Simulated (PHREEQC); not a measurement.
A solution holds 0.0081 mol/kgw Cu(BF4)2 and 0.00035 mol/kgw HNO3, at 25 °C. Closed to the air; pH follows from the charge balance.

All values are PHREEQC results (ion-association model, phreeqc.dat), not measurements.

Each row changes one thing in this solution. This is a speciation only: nothing precipitates in the calculation.

| case | pH | ionic strength (mol/kgw) |
|---|---|---|
| as made | 2.84 | 0.0256 |
| temperature from 25 to 70 °C | 2.97 | 0.0249 |
| temperature from 25 to 55 °C | 2.91 | 0.0252 |
| HNO3 from 0.00035 to 0.000525 mol/kgw | 2.82 | 0.0257 |
| Cu(BF4)2 left out | 3.46 | 0.000350 |
| HNO3 replaced by Cd(NO3)2 at the same molality | 2.88 | 0.0264 |

Species that the database lacks are ignored. At this temperature some constants are extrapolated from 25 °C, and those without enthalpy data are left unchanged. Real BF4- forms and hydrolyses slowly; the run takes it at equilibrium.
